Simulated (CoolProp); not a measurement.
Saturation properties of propylene (Tc = 364.2 K, pc = 4555 kPa, ω = 0.146).

Computed with CoolProp (reference Helmholtz-energy equation of state, Lemmon 2013).

```json
[
 {"T (K)": "218.9", "p (kPa)": "74.17", "liquid density (kg/m³)": "618.2", "surface tension (mN/m)": "17.7"},
 {"T (K)": "224.3", "p (kPa)": "95.78", "liquid density (kg/m³)": "611.6", "surface tension (mN/m)": "16.9"},
 {"T (K)": "229.7", "p (kPa)": "122.0", "liquid density (kg/m³)": "604.9", "surface tension (mN/m)": "16.2"},
 {"T (K)": "235.1", "p (kPa)": "153.5", "liquid density (kg/m³)": "598.0", "surface tension (mN/m)": "15.4"},
 {"T (K)": "240.5", "p (kPa)": "190.9", "liquid density (kg/m³)": "591.1", "surface tension (mN/m)": "14.6"},
 {"T (K)": "245.9", "p (kPa)": "234.9", "liquid density (kg/m³)": "584.1", "surface tension (mN/m)": "13.9"},
 {"T (K)": "251.4", "p (kPa)": "287.2", "liquid density (kg/m³)": "576.7", "surface tension (mN/m)": "13.1"},
 {"T (K)": "256.8", "p (kPa)": "346.8", "liquid density (kg/m³)": "569.4", "surface tension (mN/m)": "12.4"},
 {"T (K)": "262.2", "p (kPa)": "415.1", "liquid density (kg/m³)": "561.9", "surface tension (mN/m)": "11.6"}
]
```

It boils at 225.5 K under 1 atm.

Surface tension comes from a separate correlation (Mulero 2012).
